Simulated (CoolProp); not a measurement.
Saturation properties of R1224YDZ (Tc = 155.5 °C, pc = 33.34 bar, ω = 0.325).

The numbers come from the reference Helmholtz-energy equation of state, Akasaka 2023 in CoolProp.

```tsv
T (°C)	p (bar)	liquid density (kg/m³)	liquid cp (kJ/(kg K))	vapour Z
51.15	3.420	1284	1.210	0.8921
58.85	4.256	1260	1.230	0.8753
66.65	5.251	1235	1.253	0.8564
74.35	6.395	1209	1.278	0.8359
82.05	7.717	1182	1.305	0.8132
89.75	9.233	1153	1.336	0.7882
97.55	10.98	1122	1.372	0.7603
105.25	12.95	1089	1.414	0.7298
112.95	15.16	1053	1.467	0.6959
120.65	17.66	1014	1.534	0.6579
128.45	20.49	970.4	1.633	0.6140
136.15	23.63	920.3	1.792	0.5635
```

It boils at 14.9 °C under 1 atm.
